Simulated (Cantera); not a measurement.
A Cantera script and its output.

```python
import numpy as np
import cantera as ct

gas = ct.Solution("gri30.yaml")
gas.TPX = 1623, 280000, {'C2H4': 1, 'O2': 1.5, 'N2': 5.64, 'H2O': 0.62, 'H2': 0.019}
reactor = ct.IdealGasReactor(gas, energy="on", clone=False)
net = ct.ReactorNet([reactor])
net.rtol, net.atol = 1e-08, 1e-16
show = ['C2H4', 'O2', 'H2O', 'H2O2', 'H2']
times = np.geomspace(1e-06, 1, 15)

steps = ct.SolutionArray(gas, extra=["t"])
rows = []
print(f"{'t/s':>10s}{'T/K':>9s}{'P/Pa':>11s}" + "".join(f"{s:>11s}" for s in show))
for t in times:
    while net.time < t:
        t_next = net.step()
        steps.append(gas.state, t=t_next)
    rows.append([np.interp(t, steps.t, y) for y in (steps.T, steps.P, *steps(*show).X.T)])
    print(f"{t:10.3e}{rows[-1][0]:9.1f}{rows[-1][1]:11.4g}" + "".join(f"{x:11.3e}" for x in rows[-1][2:]))
rate = np.gradient(steps.T, steps.t)
print("integrator steps:", len(steps.t))
if steps.T.max() > steps.T[0] + 200:
    print(f"time of steepest temperature rise: {steps.t[rate.argmax()]:.4e} s")
gas.TPX = 1623, 280000, {'C2H4': 1, 'O2': 1.5, 'N2': 5.64, 'H2O': 0.62, 'H2': 0.019}
gas.equilibrate("UV")
print(f"equilibrium (UV): T = {gas.T:.1f} K  " + "  ".join(f"{s} {gas[s].X[0]:.3e}" for s in show))
```

It prints:

```
       t/s      T/K       P/Pa       C2H4         O2        H2O       H2O2         H2
 1.000e-06   1622.9    2.8e+05  1.139e-01  1.709e-01  7.062e-02  3.536e-09  2.180e-03
 2.683e-06   1623.0    2.8e+05  1.137e-01  1.707e-01  7.063e-02  3.134e-07  2.259e-03
 7.197e-06   3064.2  6.211e+05  1.647e-05  3.626e-03  1.354e-01  5.138e-07  9.970e-02
 1.931e-05   3063.4  6.301e+05  7.605e-17  4.305e-04  1.203e-01  1.168e-07  1.158e-01
 5.179e-05   3046.5  6.273e+05  5.586e-17  4.685e-04  1.193e-01  1.200e-07  1.157e-01
 1.389e-04   3043.7  6.268e+05  5.722e-17  4.566e-04  1.191e-01  1.178e-07  1.160e-01
 3.728e-04   3042.6  6.266e+05  5.777e-17  4.522e-04  1.190e-01  1.169e-07  1.162e-01
 1.000e-03   3042.6  6.266e+05  5.778e-17  4.521e-04  1.190e-01  1.169e-07  1.162e-01
 2.683e-03   3042.6  6.266e+05  5.778e-17  4.521e-04  1.190e-01  1.169e-07  1.162e-01
 7.197e-03   3042.6  6.266e+05  5.778e-17  4.521e-04  1.190e-01  1.169e-07  1.162e-01
 1.931e-02   3042.6  6.266e+05  5.778e-17  4.521e-04  1.190e-01  1.169e-07  1.162e-01
 5.179e-02   3042.6  6.266e+05  5.778e-17  4.521e-04  1.190e-01  1.169e-07  1.162e-01
 1.389e-01   3042.6  6.266e+05  5.778e-17  4.521e-04  1.190e-01  1.169e-07  1.162e-01
 3.728e-01   3042.6  6.266e+05  5.778e-17  4.521e-04  1.190e-01  1.169e-07  1.162e-01
 1.000e+00   3042.6  6.266e+05  5.778e-17  4.521e-04  1.190e-01  1.169e-07  1.162e-01
integrator steps: 1482
time of steepest temperature rise: 6.4918e-06 s
equilibrium (UV): T = 3042.6 K  C2H4 6.176e-17  O2 4.521e-04  H2O 1.190e-01  H2O2 1.169e-07  H2 1.162e-01
```

Detailed kinetics in Cantera: GRI-Mech 3.0 (53 species, 325 reactions). GRI-Mech 3.0 was tuned for natural gas; its chemistry of ethylene as a main component is partial and can be far from experiment. Above 3000 K some thermodynamic fits are extrapolated.
